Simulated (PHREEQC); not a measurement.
Dissolve 0.0018 mol HCl, 0.095 mol AlCl3 and 0.038 mol CuCl2 per kg of water at 5 °C. Closed to the air; pH follows from the charge balance.

All values are PHREEQC results (ion-association model, wateq4f.dat), not measurements.

No solid was allowed to form.

Task: What pH does the model give?

Result: pH 2.85.

Task: In which forms is Cu present?

Result: Cu+2 92 %, CuCl+ 7.4 % of the Cu.

Away from 25 °C the constants follow the database's enthalpies or fits; those with neither stay at their 25 °C values.
